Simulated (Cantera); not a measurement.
An isothermal, constant-pressure homogeneous reactor starts with N2O : H2O = 1 : 0.15 (molar parts), at 1450 K and 13300 Pa. Integrator tolerance rtol = 1e-08.

Computed with Cantera and GRI-Mech 3.0 (53 species, 325 reactions). GRI-Mech 3.0 was tuned for natural gas; its chemistry of N2O as a main component is partial and can be far from experiment. The temperature is held fixed by assumption; the heat of reaction is taken as removed at once.

### Question
What does this change do: temperature 1450 to 1025 K?

### Answer
```tsv
quantity	before	after
x(N2O) at 1.00 s	0.00418 (gas-phase equilibrium 2.00e-8)	0.866 (gas-phase equilibrium 1.11e-9)
x(H2O) at 1.00 s	0.0910 (gas-phase equilibrium 0.0909)	0.130 (gas-phase equilibrium 0.0909)
x(HO2) at 1.00 s	1.18e-7 (gas-phase equilibrium 1.02e-7)	1.10e-6 (gas-phase equilibrium 1.04e-9)
x(H) at 1.00 s	9.91e-8 (gas-phase equilibrium 1.71e-8)	9.16e-11 (gas-phase equilibrium <1e-12)
x(O2) at 1.00 s	0.255 (gas-phase equilibrium 0.302)	0.00113 (gas-phase equilibrium 0.303)
```
The mechanism lacks the step 2 NO + O2 → 2 NO2, which can matter for NO2 below about 1400 K.
